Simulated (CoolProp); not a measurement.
The fluid at 321.02 K and 0.333 MPa flows at 0.17 m/s in a round tube of 12.7 mm bore and 0.25 µm roughness, fully developed (64/Re and Nu = 3.66 if laminar; Colebrook and Gnielinski if turbulent). The same conditions are run with several fluids, on thermodynamics alone (safety and materials aside).

Model: reference Helmholtz-energy equation of state of each fluid (nitrogen: Span 2000; R404A: Lemmon 2003; CH2F2 (R32): Tillner-Roth 1997; R407C: Lemmon 2003), in CoolProp. Blends and air are pseudo-pure fits.

Problem. Rank nitrogen, R404A, CH2F2 (R32), R407C by Reynolds number, highest first.

Solution. R404A (2090), R407C (1830), CH2F2 (R32) (1010), nitrogen (400)

```
fluid        Darcy friction factor  pressure drop (Pa/m)  heat-transfer coefficient (W/(m² K))  mass flow (kg/h)
-----------  ---------------------  --------------------  ------------------------------------  ----------------
nitrogen                     0.160                 0.637                                  7.94             0.271
R404A                       0.0306                 0.443                                  4.44             0.987
CH2F2 (R32)                 0.0637                 0.485                                  4.53             0.520
R407C                       0.0350                 0.447                                  4.38             0.869
```

Transport values come from each fluid's own correlations; those of CH2F2 (R32) are estimates that may be off by 10 % or more.
